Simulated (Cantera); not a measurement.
# Calcination and drying: CaCO3 + H2O + H2

Input: 1 mol CaCO3, 4.2 mol H2O, 1.6 mol H2, equilibrated at 13300 Pa.

Equilibrium computed with Cantera from the NASA thermochemical tables; the gas is ideal and each condensed phase is pure. Candidate condensed phases: C, C6H6, C7H8, C8H18, Ca, CaCO3, CaO, Ca(OH)2, H2O; 115 gas species. Equilibrium is a limit: real reactors are often held back by kinetics, nucleation or transport.

From 1127 °C to 1827 °C the condensed part is CaO(s). The main Ca-bearing gas is Ca(OH)2 throughout.

```csv
T (°C),log p H2O,log p H2,log p CO2,log p CO,log p H,log p OH,n CaO(s)
1127,-1.05,-1.62,-1.91,-2.14,-6.12,-7.25,1.000
1227,-1.04,-1.63,-1.93,-2.10,-5.57,-6.53,1.000
1327,-1.04,-1.64,-1.95,-2.07,-5.08,-5.89,1.000
1427,-1.04,-1.65,-1.97,-2.05,-4.66,-5.33,1.000
1527,-1.04,-1.66,-1.99,-2.03,-4.28,-4.83,1.000
1627,-1.04,-1.67,-2.01,-2.01,-3.93,-4.39,1.000
1727,-1.04,-1.67,-2.02,-2.00,-3.63,-3.99,0.999
1827,-1.04,-1.68,-2.03,-1.99,-3.35,-3.63,0.999
```
log p: log10 of the partial pressure in bar; n: condensed amount in mol.
